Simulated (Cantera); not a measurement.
**Diamond growth**

A diamond (100) surface in a fixed gas of H2 with x(CH4) = 0.0031, x(H) = 0.00059, x(CH3) = 0.00084, at 1325 K; coverages are run to steady state.

Detailed kinetics in Cantera: the Harris–Goodwin 1993 mechanism for the reconstructed diamond (100) surface.

| P (Pa) | growth (µm/h) | θ c6HH | θ c6H* | θ c6*H | θ c6** | θ c6HM |
|---|---|---|---|---|---|---|
| 400 | 0.0386 | 0.452 | 0.0465 | 0.477 | 0.0219 | 5.86e-5 |
| 730 | 0.112 | 0.453 | 0.0464 | 0.476 | 0.0215 | 0.000110 |
| 1300 | 0.295 | 0.453 | 0.0464 | 0.475 | 0.0211 | 0.000203 |
| 2400 | 0.757 | 0.452 | 0.0463 | 0.475 | 0.0206 | 0.000388 |
| 4300 | 1.72 | 0.452 | 0.0462 | 0.474 | 0.0201 | 0.000717 |
| 7700 | 3.72 | 0.451 | 0.0461 | 0.473 | 0.0197 | 0.00131 |
| 14000 | 8.00 | 0.450 | 0.0460 | 0.471 | 0.0194 | 0.00241 |
| 25000 | 16.9 | 0.449 | 0.0458 | 0.469 | 0.0192 | 0.00428 |
θ: site fractions in the mechanism's names (c6HH fully hydrogenated, c6H* and c6*H radical sites, c6** diradical, c6HM methylated).
